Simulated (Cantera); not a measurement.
A perfectly stirred reactor is fed with 13.0 % H2, 13.8 % O2, 73.2 % N2, at 1.00 bar; it is adiabatic with a 350 K inlet, and is followed from long to short residence time, starting on the burning branch (τ in s: 0.072, 0.024, 0.0084, 0.0029, 0.00097, 0.00033, 0.00011, 3.9e-05, 1.3e-05).

Cantera simulation using GRI-Mech 3.0 (53 species, 325 reactions); the numbers are that mechanism's predictions, not measurements.

x: mole fraction; the columns are a selection and need not sum to one.

```json
[
 {"τ (s)": "0.072", "T (K)": "1366", "x H2": "0.000238", "x O2": "0.0777", "x NO2": "8.85e-9", "x N2O": "9.19e-7", "x H2O": "0.138", "x H2O2": "5.29e-7"},
 {"τ (s)": "0.024", "T (K)": "1362", "x H2": "0.000492", "x O2": "0.0777", "x NO2": "5.06e-9", "x N2O": "7.44e-7", "x H2O": "0.138", "x H2O2": "8.56e-7"},
 {"τ (s)": "0.0084", "T (K)": "1356", "x H2": "0.000983", "x O2": "0.0778", "x NO2": "3.37e-9", "x N2O": "5.72e-7", "x H2O": "0.137", "x H2O2": "1.33e-6"},
 {"τ (s)": "0.0029", "T (K)": "1343", "x H2": "0.00198", "x O2": "0.0781", "x NO2": "2.70e-9", "x N2O": "4.15e-7", "x H2O": "0.136", "x H2O2": "2.08e-6"},
 {"τ (s)": "0.00097", "T (K)": "1315", "x H2": "0.00413", "x O2": "0.0788", "x NO2": "2.29e-9", "x N2O": "2.79e-7", "x H2O": "0.133", "x H2O2": "3.31e-6"},
 {"τ (s)": "0.00033", "T (K)": "1258", "x H2": "[?]", "x O2": "0.0811", "x NO2": "[?]", "x N2O": "[?]", "x H2O": "0.126", "x H2O2": "[?]"},
 {"τ (s)": "0.00011", "T (K)": "350", "x H2": "0.130", "x O2": "0.138", "x NO2": "<1e-12", "x N2O": "<1e-12", "x H2O": "<1e-12", "x H2O2": "<1e-12"},
 {"τ (s)": "3.9e-5", "T (K)": "350", "x H2": "0.130", "x O2": "0.138", "x NO2": "<1e-12", "x N2O": "<1e-12", "x H2O": "<1e-12", "x H2O2": "<1e-12"},
 {"τ (s)": "1.3e-5", "T (K)": "350", "x H2": "0.130", "x O2": "0.138", "x NO2": "<1e-12", "x N2O": "<1e-12", "x H2O": "<1e-12", "x H2O2": "<1e-12"}
]
```

Problem. Some entries are withheld; supply them.

Solution. 
- 0.00033, x H2: 0.00942
- 0.00033, x NO2: 1.62e-9
- 0.00033, x N2O: 1.59e-7
- 0.00033, x H2O2: 5.37e-6
